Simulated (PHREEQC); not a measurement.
0.81 g of hydrous ferric oxide (600 m²/g; 0.2 weak and 0.005 strong sites per Fe, Dzombak-Morel constants, diffuse double layer) in 1 kg of water with 0.005 mol/kgw of an inert sodium salt and 9.6e-05 mol BaCl2, at 25 °C; the pH is set by adding NaOH or the inert anion's acid. O2 is buffered at 0.21 atm. CO2 from the air is kept out. No solid was allowed to form.

Equilibrium calculation in PHREEQC: ion-association model, wateq4f.dat.

### Question
Predict Ba sorbed (%) at pH = 4.5, 7.5, 8, 10.5, 11.5.

### Answer
| pH | Ba sorbed (%) |
|---|---|
| 4.5 | 0.0 |
| 7.5 | 20.1 |
| 8 | 38.6 |
| 10.5 | 99.7 |
| 11.5 | 100.0 |

Species that the database lacks are ignored.
